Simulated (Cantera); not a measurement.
A perfectly stirred reactor is fed with 5.24 % CH₄, 0.576 % C₂H₆, 19.8 % O₂, 74.3 % N₂, equivalence ratio 0.63, at 480000 Pa; it is adiabatic with a 598 K inlet, and is followed from long to short residence time, starting on the burning branch (τ in s: 0.36, 0.12, 0.043, 0.015, 0.0052, 0.0018, 0.00063, 0.00022, 7.6e-05, 2.6e-05).

Computed with Cantera and GRI-Mech 3.0 (53 species, 325 reactions).

Predict: blow-out, bracketed by the residence times tried; x(CH₄) at τ = 0.360 s; x(C₂H₆) at τ = 0.360 s; x(O₂) at τ = 0.360 s; x(HO₂) at τ = 0.360 s; x(H₂O₂) at τ = 0.360 s; x(CH₄) at τ = 1.80 ms; x(C₂H₆) at τ = 1.80 ms; x(O₂) at τ = 1.80 ms; x(HO₂) at τ = 1.80 ms; x(H₂O₂) at τ = 1.80 ms.


```
Property                                                                       Value
------------------------------------------------  ----------------------------------
blow-out, bracketed by the residence times tried  burning at 76.0 µs, out at 26.0 µs
x(CH₄) at τ = 0.360 s                                                        6.79e-7
x(C₂H₆) at τ = 0.360 s                                                       1.26e-8
x(O₂) at τ = 0.360 s                                                          0.0729
x(HO₂) at τ = 0.360 s                                                        1.81e-6
x(H₂O₂) at τ = 0.360 s                                                       1.18e-7
x(CH₄) at τ = 1.80 ms                                                        4.94e-5
x(C₂H₆) at τ = 1.80 ms                                                       1.27e-6
x(O₂) at τ = 1.80 ms                                                          0.0737
x(HO₂) at τ = 1.80 ms                                                        7.50e-6
x(H₂O₂) at τ = 1.80 ms                                                       3.30e-7
```
